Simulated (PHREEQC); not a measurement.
Consider water at 30 °C with 0.23 mol CuCl2, 0.042 mol HCl and 0.0009 mol NaCl per kg of water. Closed to the air; pH follows from the charge balance.

Equilibrium calculation in PHREEQC: ion-association model, phreeqc.dat.

No solid was allowed to form.

Q: Order these Cu species by the share of Cu that they hold, largest first: CuCl2, Cu+2, CuCl+.

A: Cu+2 (72 %), CuCl+ (25 %), CuCl2 (2.2 %)

Q: Order these Cl species by the share of Cl that they hold, largest first: Cl-, CuCl2, CuCl+.

A: Cl- (86 %), CuCl+ (12 %), CuCl2 (2.0 %)

The pH is 1.50 and the ionic strength 0.601 mol/kgw. Species that the database lacks are ignored.
